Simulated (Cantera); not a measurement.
A Cantera script and what it prints.

```python
import numpy as np
import cantera as ct

gas_names = """
    CL CL2 H HCL H2 Si SiCL SiCL2 SiCL3 SiCL4 SiH SiHCL3 SiH2 SiH2CL2 SiH3 SiH3CL SiH4 Si2 Si3
""".split()
cond_names = """
    Si(cr) Si(L)
""".split()


# ... load() reads the species with a 1 bar reference pressure and builds the phases ...
atoms = {
    'SiH2Cl2': {'Si': 1, 'H': 2, 'CL': 2},
    'H2': {'H': 2},
}
top_T = {}  # K; cautious upper limits of use, not melting points


# ... equilibrate(T, P, feed) seeds the gas with the atoms and calls Mixture.equilibrate('TP', solver="vcs", rtol=1e-11, max_steps=5000) ...
results = []
feed = {'SiH2Cl2': 1, 'H2': 55}  # mol
T = 1750  # K
P = 410  # Pa
mix = equilibrate(T, P, feed)
results.append((T, P, feed, dict(zip(mix.species_names, mix.species_moles))))
print(gas.report(threshold=0.001))
for i in range(1, mix.n_phases):
    print(f"{mix.phase(i).name:16s} {mix.phase_moles(i):12.5e} mol")
```

Output:

```
       temperature   1750 K
          pressure   410 Pa
           density   9.3355e-05 kg/m^3
  mean mol. weight   3.313 kg/kmol
   phase of matter   gas

                          1 kg             1 kmol
                     ---------------   ---------------
          enthalpy        1.2816e+07        4.2461e+07  J
   internal energy        8.4246e+06        2.7911e+07  J
           entropy             70421        2.3331e+05  J/K
    Gibbs function       -1.1042e+08       -3.6583e+08  J
 heat capacity c_p             10077             33386  J/K
 heat capacity c_v            7567.6             25072  J/K

                      mass frac. Y      mole frac. X     chem. pot. / RT
                     ---------------   ---------------   ---------------
                 H          0.001085         0.0035661           -12.298
               HCL           0.31942          0.029026            -41.26
                H2           0.58655           0.96392           -24.597
             SiCL2           0.08676         0.0029039           -63.023
     [  +15 minor]         0.0061912        0.00058688

Si(L)             8.05149e-01 mol
```

Equilibrium computed with Cantera from the NASA thermochemical tables; the gas is ideal and each condensed phase is pure. The tables' values for SiCl are old estimates; treat these amounts as uncertain. Gases not in the tables: Si2H6 and higher silanes.
